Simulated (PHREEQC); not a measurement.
A solution holds 0.0046 mol HF and 0.001 mol NH4HF2 per kg of water, at 20 °C. Closed to the air; pH follows from the charge balance.

The numbers come from PHREEQC with the ion-association model, wateq4f.dat.

Each row changes one thing in this solution. This is a speciation only: nothing precipitates in the calculation.

```csv
case,pH,ionic strength (mol/kgw),HF (mol/kgw),F- (mol/kgw),H2F2 (mol/kgw),HF2- (mol/kgw)
as made,2.88,0.00239,0.00407,0.00236,5.15e-5,3.53e-5
HF replaced by NaHF2 at the same molality,3.22,0.00624,0.00470,0.00614,6.89e-5,0.000106
diluted 10-fold with water,3.46,0.000452,0.000208,0.000451,1.34e-7,3.45e-7
NH4HF2 from 0.001 to 0.0011 mol/kgw,2.88,0.00248,0.00417,0.00245,5.42e-5,3.75e-5
NH4HF2 left out,2.83,0.00155,0.00298,0.00153,2.77e-5,1.68e-5
HF from 0.0046 to 0.023 mol/kgw,2.48,0.00456,0.0181,0.00427,0.00102,0.000285
NH4HF2 from 0.001 to 0.0001 mol/kgw,2.83,0.00163,0.00309,0.00161,2.98e-5,1.83e-5
0.0069 mol/kgw CsCl added,2.87,0.00936,0.00400,0.00242,5.01e-5,3.58e-5
NH4HF2 from 0.001 to 0.0005 mol/kgw,2.85,0.00196,0.00353,0.00194,3.89e-5,2.52e-5
```

Species that the database lacks are ignored.
